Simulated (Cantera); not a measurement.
Input: 1 mol FeCl₃, 0.096 mol H₂O, 0.1 mol N₂, equilibrated at 1150 °C and 2.20 mbar.

Method: chemical equilibrium by Gibbs-energy minimisation in Cantera with the NASA 1993 tables (ideal gas, pure condensed phases). Candidate condensed phases: Fe, FeCl₂, FeCl₃, FeO, Fe(OH)₂, Fe(OH)₃, Fe₂O₃, Fe₃O₄, H₂O, NH₄Cl; 37 gas species. Kinetics and transport are ignored.

Base state: FeCl₂ 0.486, Cl 0.213, HCl 0.100, Cl₂ 0.0867, N₂ 0.0523, FeCl₃ 0.0365, O₂ 0.0250, NO 7.32e-5 (mole fractions); condensed: gas only.

What changes in the equilibrium state with this change: pressure from 2.20 mbar to 0.130 bar?


```csv
species,before,after
FeCl₂,0.486,0.381
FeCl₃,0.0365,0.254
HCl,0.100,0.122
Cl,0.213,0.0319
Cl₂,0.0867,0.115
N₂,0.0523,0.0638
O₂,0.0250,0.0304
Fe₂Cl₆,4.97e-8,0.000142
Fe₂Cl₄,3.75e-5,0.00136
H₂O,3.48e-5,0.000328
ClO,4.30e-5,5.46e-5
```
